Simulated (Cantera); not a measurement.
A closed system holds: 1 mol PbO, 4.4 mol C, 1.6 mol CO, held at 0.0920 bar.

Equilibrium computed with Cantera from the NASA thermochemical tables; the gas is ideal and each condensed phase is pure. Candidate condensed phases: C, Pb, PbO, PbO₂, Pb₃O₄; 15 gas species. The numbers say what is thermodynamically allowed, not how fast it happens.

Problem. Which condensed phases are stable at each of these points (T (K)): 1323, 1373, 1423, 1473, 1523, 1573, 1623, 1673, 1723?

Solution. 
| T (K) | condensed phases | Pb condensed (%) |
|---|---|---|
| 1323 | C(graphite) + Pb(l) | 89.7 |
| 1373 | C(graphite) + Pb(l) | 80.5 |
| 1423 | C(graphite) + Pb(l) | 63.9 |
| 1473 | C(graphite) + Pb(l) | 33.0 |
| 1523 | C(graphite) | 0.0 |
| 1573 | C(graphite) | 0.0 |
| 1623 | C(graphite) | 0.0 |
| 1673 | C(graphite) | 0.0 |
| 1723 | C(graphite) | 0.0 |

From 1323 K to 1473 K the condensed part is C(graphite) + Pb(l). From 1523 K to 1723 K the condensed part is C(graphite).
